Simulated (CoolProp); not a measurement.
Vapour-liquid equilibrium of R125 (1) + R245fa (2) at 260.8 K; x and y are mole fractions of (1).

Values from CoolProp's multi-fluid Helmholtz-energy mixture model, Lemmon 2005 and Akasaka 2015; pair parameters Bell 2016.

Q: Give the bubble pressure and the first vapour's composition at x = 0.125, 0.65, 0.95. Is there an azeotrope?

A: x = 0.125: 0.8716 bar, y = 0.694; x = 0.65: 2.979 bar, y = 0.956; x = 0.95: 4.222 bar, y = 0.995. No azeotrope shows between x = 0.05 and 0.95.

Pair parameters are fitted to limited data, so mixtures are less certain than the pure fluids. The gap from Raoult's law changes sign with composition, which may be real or a fault of the pair parameters; it wasn't checked against measurements.
